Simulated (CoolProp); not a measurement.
Vapour-liquid equilibrium of R134a (1) + R142b (2) at 286.6 K; x and y are mole fractions of (1).

Model: multi-fluid Helmholtz-energy mixture model, Tillner-Roth 1994 and Lemmon 2006; pair parameters Bell 2016, in CoolProp.

```tsv
x	bubble pressure (bar)	y at the bubble point	dew pressure at overall composition x (bar)	liquid density (mol/L)
0.05	2.482	0.103	2.402	11.38
0.125	2.701	0.234	2.516	11.44
0.2	2.911	0.343	2.641	11.49
0.275	3.112	0.436	2.777	11.55
0.35	3.304	0.517	2.925	11.61
0.425	3.487	0.589	3.087	11.67
0.5	3.661	0.653	3.262	11.74
0.575	3.827	0.711	3.451	11.80
0.65	3.986	0.766	3.654	11.87
0.725	4.138	0.818	3.867	11.94
0.8	4.283	0.868	4.086	12.02
0.875	4.424	0.917	4.305	12.10
0.95	4.558	0.966	4.515	12.18
```

No azeotrope shows between x = 0.05 and 0.95.

The pair parameters rest on a limited set of measurements; away from them the model extrapolates.
